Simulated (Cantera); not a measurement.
A perfectly stirred reactor is fed with C2H6 : O2 : N2 : H2O = 1 : 4.67 : 17.5 : 0.85 (molar parts), equivalence ratio 0.75, at 50000 Pa; it is adiabatic with a 600 K inlet, and is followed from long to short residence time, starting on the burning branch (τ in s: 0.28, 0.12, 0.056, 0.025, 0.011, 0.0051, 0.0023, 0.001, 0.00047, 0.00021, 9.6e-05, 4.3e-05, 1.9e-05).

Model: GRI-Mech 3.0 (53 species, 325 reactions), integrated in Cantera.

**Question.** Predict: blow-out, bracketed by the residence times tried; x(C2H6) at τ = 0.280 s; x(O2) at τ = 0.280 s; x(H2O) at τ = 0.280 s; x(CH3) at τ = 0.280 s; x(CH2CO) at τ = 0.280 s; x(C2H6) at τ = 2.30 ms; x(O2) at τ = 2.30 ms; x(H2O) at τ = 2.30 ms; x(CH3) at τ = 2.30 ms; x(CH2CO) at τ = 2.30 ms.

**Answer.** 
* **blow-out, bracketed by the residence times tried**: burning at 0.210 ms, out at 96.0 µs
* **x(C2H6) at τ = 0.280 s**: 1.79e-7
* **x(O2) at τ = 0.280 s**: 0.0474
* **x(H2O) at τ = 0.280 s**: 0.154
* **x(CH3) at τ = 0.280 s**: 4.58e-7
* **x(CH2CO) at τ = 0.280 s**: 1.64e-7
* **x(C2H6) at τ = 2.30 ms**: 1.09e-5
* **x(O2) at τ = 2.30 ms**: 0.0527
* **x(H2O) at τ = 2.30 ms**: 0.143
* **x(CH3) at τ = 2.30 ms**: 1.29e-5
* **x(CH2CO) at τ = 2.30 ms**: 8.20e-6
